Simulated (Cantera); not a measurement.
Input (Python, Cantera):

```python
import numpy as np
import cantera as ct

gas = ct.Solution("h2o2.yaml")
gas.TPX = 1423, 100000, {'H2': 1.8, 'O2': 1, 'N2': 1.6}
reactor = ct.IdealGasConstPressureReactor(gas, energy="off", clone=False)
net = ct.ReactorNet([reactor])
net.rtol, net.atol = 1e-08, 1e-18
show = ['H2', 'O2', 'HO2', 'H2O2', 'OH', 'H2O', 'O']
times = np.geomspace(0.0003, 40, 13)

steps = ct.SolutionArray(gas, extra=["t"])
rows = []
print(f"{'t/s':>10s}{'T/K':>9s}{'P/Pa':>11s}" + "".join(f"{s:>11s}" for s in show))
for t in times:
    while net.time < t:
        t_next = net.step()
        steps.append(gas.state, t=t_next)
    rows.append([np.interp(t, steps.t, y) for y in (steps.T, steps.P, *steps(*show).X.T)])
    print(f"{t:10.3e}{rows[-1][0]:9.1f}{rows[-1][1]:11.4g}" + "".join(f"{x:11.3e}" for x in rows[-1][2:]))
rate = np.gradient(steps.T, steps.t)
print("integrator steps:", len(steps.t))
if steps.T.max() > steps.T[0] + 200:
    print(f"time of steepest temperature rise: {steps.t[rate.argmax()]:.4e} s")
gas.TPX = 1423, 100000, {'H2': 1.8, 'O2': 1, 'N2': 1.6}
gas.equilibrate("TP")
print(f"equilibrium (TP): T = {gas.T:.1f} K  " + "  ".join(f"{s} {gas[s].X[0]:.3e}" for s in show))
```

It prints:

```
       t/s      T/K       P/Pa         H2         O2        HO2       H2O2         OH        H2O          O
 3.000e-04   1423.0      1e+05  1.202e-03  2.886e-02  1.515e-05  1.434e-06  9.999e-04  5.120e-01  8.937e-05
 8.020e-04   1423.0      1e+05  2.044e-04  2.855e-02  3.396e-06  4.343e-07  4.291e-04  5.137e-01  1.549e-05
 2.144e-03   1423.0      1e+05  3.541e-05  2.853e-02  6.601e-07  1.279e-07  2.042e-04  5.141e-01  3.384e-06
 5.733e-03   1423.0      1e+05  8.307e-06  2.855e-02  1.681e-07  4.228e-08  1.098e-04  5.142e-01  9.703e-07
 1.533e-02   1423.0      1e+05  3.088e-06  2.856e-02  7.354e-08  1.787e-08  6.865e-05  5.142e-01  3.792e-07
 4.097e-02   1423.0      1e+05  2.041e-06  2.856e-02  5.649e-08  1.181e-08  5.467e-05  5.142e-01  2.408e-07
 1.095e-01   1423.0      1e+05  1.958e-06  2.856e-02  5.524e-08  1.129e-08  5.332e-05  5.142e-01  2.290e-07
 2.929e-01   1423.0      1e+05  1.958e-06  2.856e-02  5.523e-08  1.129e-08  5.331e-05  5.142e-01  2.290e-07
 7.830e-01   1423.0      1e+05  1.958e-06  2.856e-02  5.523e-08  1.129e-08  5.331e-05  5.142e-01  2.290e-07
 2.093e+00   1423.0      1e+05  1.958e-06  2.856e-02  5.523e-08  1.129e-08  5.331e-05  5.142e-01  2.290e-07
 5.596e+00   1423.0      1e+05  1.958e-06  2.856e-02  5.523e-08  1.129e-08  5.331e-05  5.142e-01  2.290e-07
 1.496e+01   1423.0      1e+05  1.958e-06  2.856e-02  5.523e-08  1.129e-08  5.331e-05  5.142e-01  2.290e-07
 4.000e+01   1423.0      1e+05  1.958e-06  2.856e-02  5.523e-08  1.129e-08  5.331e-05  5.142e-01  2.290e-07
integrator steps: 1658
equilibrium (TP): T = 1423.0 K  H2 1.958e-06  O2 2.856e-02  HO2 5.523e-08  H2O2 1.129e-08  OH 5.331e-05  H2O 5.142e-01  O 2.290e-07
```

Detailed kinetics in Cantera: the H2/O2 subset of GRI-Mech 3.0, which has no nitrogen chemistry. The temperature is held fixed by assumption; the heat of reaction is taken as removed at once.
